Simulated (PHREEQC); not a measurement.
**Acid rinse or clean (model solution)**

Consider water at 70 °C with 0.25 mol H2SO4, 9.8e-05 mol CuSO4 and 0.04 mol KNO3 per kg of water. Closed to the air; pH follows from the charge balance.

The numbers come from PHREEQC with the ion-association model, wateq4f.dat.

No solid was allowed to form.

Question: Predict the pH, ionic strength, activity of water.

Answer: pH 0.70; ionic strength 0.314 mol/kgw; activity of water 0.990.

Question: In which forms is Cu present?

Answer: Cu+2 85 %, CuSO4 15 % of the Cu.

Constants without temperature data keep their 25 °C values here.
